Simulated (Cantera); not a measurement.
## HgO + N2 + H2 (iron carbonyl, mercury and lead vapours)

A closed system holds: 1 mol HgO, 1.1 mol N2, 0.14 mol H2, held at 0.0290 bar.

These are equilibrium values from Cantera (NASA tables, ideal gas, pure condensed phases), not measurements of a reactor. Candidate condensed phases: H2O, Hg, HgO; 25 gas species. Rates play no part.

```csv
T (K),log p N2,log p Hg,log p O2,log p H2O,log p NO,log p OH,log p NO2,log p O,n HgO(s)
500,-1.64,-2.53,-5.21,-2.53,-12.31,<-13,-12.81,<-13,0.859
550,-1.70,-2.28,-2.87,-2.60,-10.30,<-13,-10.18,<-13,0.711
600,-1.92,-1.96,-2.33,-2.82,-9.42,<-13,-9.49,<-13,0
650,-1.92,-1.96,-2.33,-2.82,-8.81,-12.82,-9.27,<-13,0
700,-1.92,-1.96,-2.33,-2.82,-8.29,-11.89,-9.08,<-13,0
750,-1.92,-1.96,-2.33,-2.82,-7.83,-11.09,-8.91,<-13,0
800,-1.92,-1.96,-2.33,-2.82,-7.43,-10.38,-8.77,<-13,0
850,-1.92,-1.96,-2.33,-2.82,-7.08,-9.76,-8.64,-13.30,0
900,-1.92,-1.96,-2.33,-2.82,-6.77,-9.20,-8.53,-12.43,0
950,-1.92,-1.96,-2.33,-2.82,-6.49,-8.71,-8.43,-11.66,0
1000,-1.92,-1.96,-2.33,-2.82,-6.24,-8.26,-8.33,-10.97,0
1050,-1.92,-1.96,-2.33,-2.82,-6.01,-7.86,-8.25,-10.34,0
1100,-1.92,-1.96,-2.33,-2.82,-5.81,-7.49,-8.18,-9.77,0
1150,-1.92,-1.96,-2.33,-2.82,-5.62,-7.15,-8.11,-9.25,0
```
log p: log10 of the partial pressure in bar; n: condensed amount in mol.

From 500 K to 550 K the condensed part is HgO(s). From 600 K to 1150 K nothing is condensed. The main Hg-bearing gas is Hg throughout.
